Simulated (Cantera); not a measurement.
A closed system holds: 1 mol borazine, 14 mol H2, 7.6 mol H2O, held at 1600 K and 100000 Pa.

Method: chemical equilibrium by Gibbs-energy minimisation in Cantera with the NASA 1993 tables (ideal gas, pure condensed phases). The feed counts by its element totals alone. Gases not in the tables: H3BO3. Equilibrium is a limit: real reactors are often held back by kinetics, nucleation or transport.

| species | before | after |
|---|---|---|
| H2 | 0.816 | 0.995 |
| HBO | 0.000134 | 0.00149 |
| N2 | 0.0569 | 0.00138 |
| H2O | 0.108 | 0.000658 |
| HBO2 | 0.0182 | 0.00101 |
| (HBO2)3 | 0.000130 | 2.22e-8 |
| B3O3H3 | 1.71e-8 | 2.36e-5 |
| B2O2 | 1.27e-7 | 1.30e-5 |
| B2O3 | 0.000147 | 7.42e-5 |
| H | 4.91e-5 | 5.42e-5 |
| B2O3(l), mol | 1.25 | 0 |
| BN(s), mol | 0 | 2.95 |
Gas species are given as mole fractions.

Task: What was changed between the two runs?
(A) pressure from 100000 Pa to 27.0 Pa
(B) H2O from 7.6 to 0.077 mol
(C) temperature from 1600 K to 1450 K
(D) temperature from 1600 K to 1123.15 K

Result: B, H2O from 7.6 to 0.077 mol
